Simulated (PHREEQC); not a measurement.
A column of 1 m (40 cells, dispersivity 0.035 m, 60 s a shift, diffusion coefficient 3e-10 m²/s) holds 0.16 eq of the database's cation exchanger X per kg of pore water, first in equilibrium with 0.044 mol SrCl2, 0.051 mol MnCl2 and 1e-05 mol HCl per kg of water. It is flushed with 0.09 mol/kgw NaCl and 1e-05 mol/kgw HCl, at 15 °C. Values are for the last cell. CO2 from the air is kept out. No solid was allowed to form.

Base run: PHREEQC, ion-association model, phreeqc.dat. Each further column changes one thing. The table gives Na in solution (mol/kgw).

| pore volumes | base | exchange capacity from 0.16 to 0.08 eq/kgw | dispersivity from 0.035 to 0.07 m |
|---|---|---|---|
| 0 | 0 | 0 | 0 |
| 0.4125 | 1.15e-6 | ___ | 0.000124 |
| 1.012 | 0.0149 | 0.0268 | 0.0227 |
| 1.613 | 0.0475 | 0.0624 | 0.0502 |
| 2.013 | 0.0607 | 0.0725 | ___ |
| 2.413 | 0.0685 | 0.0777 | 0.0677 |
| 3.013 | 0.0750 | ___ | 0.0741 |
| 3.612 | 0.0785 | 0.0839 | ___ |
| 4.013 | 0.0801 | 0.0848 | 0.0795 |
| 4.412 | 0.0813 | 0.0855 | 0.0808 |
| 5.013 | 0.0827 | ___ | 0.0823 |
| 5.612 | 0.0837 | 0.0868 | 0.0833 |
| 6.013 | 0.0842 | ___ | 0.0839 |

### Question
Fill in the missing entries.

### Answer

- 0.4125, exchange capacity from 0.16 to 0.08 eq/kgw: 5.87e-6
- 2.013, dispersivity from 0.035 to 0.07 m: 0.0608
- 3.013, exchange capacity from 0.16 to 0.08 eq/kgw: 0.0818
- 3.612, dispersivity from 0.035 to 0.07 m: 0.0778
- 5.013, exchange capacity from 0.16 to 0.08 eq/kgw: 0.0863
- 6.013, exchange capacity from 0.16 to 0.08 eq/kgw: 0.0871
